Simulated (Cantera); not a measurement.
Charge: 1 mol NaI, 2.5 mol H₂, equilibrated at 0.370 Pa.

Method: chemical equilibrium by Gibbs-energy minimisation in Cantera with the NASA 1993 tables (ideal gas, pure condensed phases). Candidate condensed phases: I₂, Na, NaI; 9 gas species. The numbers say what is thermodynamically allowed, not how fast it happens.

Q: At 677 °C, list the 4 most abundant gas species with their mole fractions, and the condensed phases.

A: H₂ 0.714, NaI 0.285, Na 0.000279, I 0.000220. Condensed: gas only.
